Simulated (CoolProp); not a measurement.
A simple Rankine cycle with cyclohexane: condensing at 295.15 K, boiler at 0.482 MPa, turbine inlet 456.4 K, turbine efficiency 0.7, pump efficiency 0.6, no recuperator. Each further row changes one setting.

Model: reference Helmholtz-energy equation of state, Zhou 2014, in CoolProp.

```json
[
 {"case": "as stated", "thermal efficiency (%)": "15.9", "net work (kJ/kg)": "103", "heat in (kJ/kg)": "650", "turbine exit temperature (K)": "___", "volume ratio over the turbine": "39.9"},
 {"case": "turbine inlet 476.4 K", "thermal efficiency (%)": "___", "net work (kJ/kg)": "109", "heat in (kJ/kg)": "694", "turbine exit temperature (K)": "416.8", "volume ratio over the turbine": "___"},
 {"case": "condensing temperature 287.15 K", "thermal efficiency (%)": "___", "net work (kJ/kg)": "113", "heat in (kJ/kg)": "665", "turbine exit temperature (K)": "390.5", "volume ratio over the turbine": "57.7"},
 {"case": "boiler pressure 0.337 MPa", "thermal efficiency (%)": "14.6", "net work (kJ/kg)": "___", "heat in (kJ/kg)": "___", "turbine exit temperature (K)": "402.7", "volume ratio over the turbine": "___"},
 {"case": "turbine efficiency 0.6", "thermal efficiency (%)": "13.6", "net work (kJ/kg)": "88.3", "heat in (kJ/kg)": "650", "turbine exit temperature (K)": "___", "volume ratio over the turbine": "40.8"}
]
```

Q: What belongs in the gaps?

A: 
- as stated, turbine exit temperature (K): 396.0
- turbine inlet 476.4 K, thermal efficiency (%): 15.7
- turbine inlet 476.4 K, volume ratio over the turbine: 39.8
- condensing temperature 287.15 K, thermal efficiency (%): 17.0
- boiler pressure 0.337 MPa, net work (kJ/kg): 95.3
- boiler pressure 0.337 MPa, heat in (kJ/kg): 654
- boiler pressure 0.337 MPa, volume ratio over the turbine: 27.6
- turbine efficiency 0.6, turbine exit temperature (K): 404.4
